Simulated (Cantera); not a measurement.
Standard-state values (1 bar) from the NASA 1993 polynomials, evaluated with Cantera. Values are per mole of reaction as written; species without (g) are pure solids or liquids, kept so even where they would boil at 1 bar.

2 Ba(OH)2 + O2(g) → 2 H2O2(g) + 2 BaO

```json
[
 {"T (K)": "1823", "ΔH° (kJ)": "388.0", "ΔS° (J/K)": "22.1", "ΔG° (kJ)": "347.8", "log10 K": "-9.97", "condensed phases": "Ba(OH)2(l), BaO(s)"},
 {"T (K)": "2023", "ΔH° (kJ)": "378.9", "ΔS° (J/K)": "17.3", "ΔG° (kJ)": "343.9", "log10 K": "-8.88", "condensed phases": "Ba(OH)2(l), BaO(s)"},
 {"T (K)": "2223", "ΔH° (kJ)": "[?]", "ΔS° (J/K)": "[?]", "ΔG° (kJ)": "[?]", "log10 K": "[?]", "condensed phases": "Ba(OH)2(l), BaO(s)"},
 {"T (K)": "2423", "ΔH° (kJ)": "[?]", "ΔS° (J/K)": "[?]", "ΔG° (kJ)": "[?]", "log10 K": "[?]", "condensed phases": "Ba(OH)2(l), BaO(l)"},
 {"T (K)": "2623", "ΔH° (kJ)": "474.3", "ΔS° (J/K)": "59.1", "ΔG° (kJ)": "319.3", "log10 K": "-6.36", "condensed phases": "Ba(OH)2(l), BaO(l)"}
]
```

What belongs in the gaps?


- 2223, ΔH° (kJ): 370.9
- 2223, ΔS° (J/K): 13.5
- 2223, ΔG° (kJ): 340.8
- 2223, log10 K: -8.01
- 2423, ΔH° (kJ): 480.9
- 2423, ΔS° (J/K): 61.7
- 2423, ΔG° (kJ): 331.4
- 2423, log10 K: -7.14
